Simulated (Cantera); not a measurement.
# Ignition delay

Mixture: CH₄ : O₂ : N₂ = 1 : 2 : 7.52 (molar parts), at 760 Torr, adiabatic and at constant pressure. Ignition delay is the time to a rise of 400 K.

Cantera simulation using GRI-Mech 3.0 (53 species, 325 reactions); the numbers are that mechanism's predictions, not measurements.

| T0 (K) | delay (ms) |
|---|---|
| 1048 | 481 |
| 1098 | 212 |
| 1148 | 97.7 |
| 1198 | 46.8 |
| 1248 | 23.2 |
| 1298 | 12.0 |

```
Quantity                                                 Value
--------------------------------------------------  ----------
apparent activation energy between 1198 and 1298 K  180 kJ/mol
```
